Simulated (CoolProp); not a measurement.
Vapour-liquid equilibrium of C2F6 (R116) (1) + R134a (2) at 203.7 K; x and y are mole fractions of (1).

The numbers come from the multi-fluid Helmholtz-energy mixture model, Lemmon 2006 and Tillner-Roth 1994; pair parameters Bell 2016 in CoolProp.

Problem. Give the bubble pressure and the first vapour's composition at x = 0.05, 0.35, 0.65. Is there an azeotrope?

Solution. x = 0.05: 0.4958 bar, y = 0.836; x = 0.35: 1.339 bar, y = 0.946; x = 0.65: 1.376 bar, y = 0.948. No azeotrope shows between x = 0.05 and 0.95.

Pair parameters are fitted to limited data, so mixtures are less certain than the pure fluids. With so large a gap from Raoult's law the liquid may split in two, which this calculation doesn't test in full.
